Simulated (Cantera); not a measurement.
Feed: 1 mol CH3Cl, 0.31 mol HCl, equilibrated at 1573 K and 0.428 Torr.

Equilibrium computed with Cantera from the NASA thermochemical tables; the gas is ideal and each condensed phase is pure. Candidate condensed phases: C, C6H6, C7H8, C8H18; 91 gas species. The numbers say what is thermodynamically allowed, not how fast it happens.

Base state: HCl 0.565, H2 0.432, Cl 0.00116, H 0.00112 (mole fractions); condensed: C(graphite).

**Question.** What changes in the equilibrium state with this change: temperature from 1573 K to 2050 K?

**Answer.** 
```json
[
 {"species": "HCl", "before": "0.565", "after": "0.482"},
 {"species": "H2", "before": "0.432", "after": "0.404"},
 {"species": "H", "before": "0.00112", "after": "0.0604"},
 {"species": "Cl", "before": "0.00116", "after": "0.0533"},
 {"species": "C2H2 (acetylene)", "before": "8.93e-6", "after": "0.000429"},
 {"species": "C(graphite), mol", "before": "1.000", "after": "0.998"}
]
```

**Question.** What changes in the equilibrium state with this change: pressure from 0.428 Torr to 10.0 Torr?

**Answer.** 
```json
[
 {"species": "HCl", "before": "0.565", "after": "0.567"},
 {"species": "H2", "before": "0.432", "after": "0.433"},
 {"species": "Cl", "before": "0.00116", "after": "0.000241"},
 {"species": "H", "before": "0.00112", "after": "0.000232"},
 {"species": "C(graphite), mol", "before": "1.000", "after": "1.000"}
]
```

**Question.** What changes in the equilibrium state with this change: pressure from 0.428 Torr to 100 Torr?

**Answer.** 
```
species            before    after
----------------  -------  -------
HCl                 0.565    0.567
H2                  0.432    0.433
Cl                0.00116  7.63e-5
H                 0.00112  7.33e-5
CH4               1.96e-7  4.58e-5
C(graphite), mol    1.000    1.000
```
